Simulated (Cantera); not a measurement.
**Gas-phase reforming**

A perfectly stirred reactor is fed with CH₄ : CO₂ : H₂ = 1 : 0.41 : 0.24 (molar parts), at 105 Torr; it is held at 1398 K, and followed from long to short residence time.

Model: GRI-Mech 3.0 (53 species, 325 reactions), integrated in Cantera. GRI-Mech 3.0 stops at C3 and has no aromatics, soot or wall deposition, so with more carbon than oxygen in the feed, carbon stays in small species such as C2H2 where larger ones or solid carbon would form.

```
τ (s)   x CH₄   x CO₂   x H₂   x CH₂O     x CH₃
------  -----  ------  -----  -------  --------
28      0.276  0.0852  0.315  1.85e-7   6.09e-5
12      0.384   0.142  0.260  3.28e-7   7.87e-5
4.7     0.487   0.197  0.212  4.99e-7   9.54e-5
1.9     0.550   0.227  0.179  6.26e-7  0.000106
0.79    0.581   0.240  0.160  6.88e-7  0.000111
0.32    0.597   0.245  0.151  6.86e-7  0.000110
0.13    0.603   0.247  0.147  6.09e-7  0.000104
0.055   0.605   0.248  0.146  4.53e-7   9.08e-5
0.022   0.606   0.248  0.146  2.37e-7   7.21e-5
0.0092  0.606   0.248  0.146  8.41e-8   5.38e-5
0.0038  0.606   0.248  0.145  1.83e-8   3.55e-5
```
x: mole fraction; the columns are a selection and need not sum to one.
